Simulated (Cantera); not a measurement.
Cantera run:

```python
import numpy as np
import cantera as ct

gas_names = [...]  # 118 gases of nasa_gas.yaml made of C, Cl, F, H
cond_names = """
    C(gr) C6H6(L) C7H8(L) C8H18(L),n-octa
""".split()


# ... load() reads the species with a 1 bar reference pressure and builds the phases ...
atoms = {
    'C2F6': {'C': 2, 'F': 6},
    'H2': {'H': 2},
    'HCl': {'H': 1, 'CL': 1},
}
top_T = {'C(gr)': 4500}  # K; cautious upper limits of use, not melting points


# ... equilibrate(T, P, feed) seeds the gas with the atoms and calls Mixture.equilibrate('TP', solver="gibbs", rtol=1e-10, max_steps=50000) ...
results = []
feed = {'C2F6': 1, 'H2': 0.52, 'HCl': 1.6}  # mol
P = 53000  # Pa
for T in [3198, 3223, 3248, 3273, 3298, 3323, 3348, 3373, 3398, 3423, 3448, 3473]:
    mix = equilibrate(T, P, feed)
    results.append((T, P, feed, dict(zip(mix.species_names, mix.species_moles))))

top = {s: max(r[3][s] / sum(r[3][g] for g in gas_names) for r in results) for s in gas_names}
cols = sorted((s for s in top if top[s] > 0.001), key=lambda s: -top[s])[:9]
seen = [c for c in cond_names if any(r[3].get(c, 0) > 1e-12 for r in results)]
print("log10 of partial pressures in bar; condensed amounts in mol")
print(f"{'T/K':>10s}" + "".join(f"{s[:9]:>10s}" for s in cols + seen))
for T, P, feed, n in results:
    ng = sum(n[g] for g in gas_names)
    print(f"{T:10.4g}" + "".join(f"{np.log10(max(n[s] / ng * P / 1e5, 1e-99)):10.3f}" for s in cols)
          + "".join(f"{n.get(c, 0):10.4g}" for c in seen))
```

It prints:

```
log10 of partial pressures in bar; condensed amounts in mol
       T/K        HF         F        CL       CF2        CF        C3         H        C2         C     C(gr)
      3198    -0.707    -0.858    -0.927    -1.333    -1.628    -2.648    -3.019    -3.624    -3.528    0.9587
      3223    -0.711    -0.849    -0.930    -1.361    -1.600    -2.548    -2.956    -3.522    -3.438    0.9422
      3248    -0.715    -0.841    -0.933    -1.391    -1.572    -2.449    -2.893    -3.421    -3.349    0.9168
      3273    -0.718    -0.833    -0.937    -1.422    -1.546    -2.352    -2.831    -3.321    -3.262    0.8807
      3298    -0.723    -0.827    -0.940    -1.454    -1.521    -2.256    -2.770    -3.223    -3.176    0.8316
      3323    -0.727    -0.821    -0.944    -1.488    -1.498    -2.162    -2.708    -3.127    -3.092    0.7669
      3348    -0.732    -0.817    -0.948    -1.523    -1.475    -2.069    -2.648    -3.032    -3.008    0.6833
      3373    -0.737    -0.814    -0.952    -1.559    -1.454    -1.977    -2.587    -2.939    -2.926    0.5768
      3398    -0.743    -0.811    -0.957    -1.596    -1.435    -1.888    -2.528    -2.847    -2.845    0.4426
      3423    -0.750    -0.810    -0.963    -1.635    -1.416    -1.799    -2.469    -2.756    -2.766    0.2745
      3448    -0.757    -0.810    -0.969    -1.676    -1.399    -1.712    -2.410    -2.667    -2.687   0.06467
      3473    -0.763    -0.803    -0.973    -1.723    -1.395    -1.684    -2.357    -2.617    -2.629         0
```

These are equilibrium values from Cantera (NASA tables, ideal gas, pure condensed phases), not measurements of a reactor. The feed counts by its element totals alone. The tables' values for CCl are old estimates; treat these amounts as uncertain.
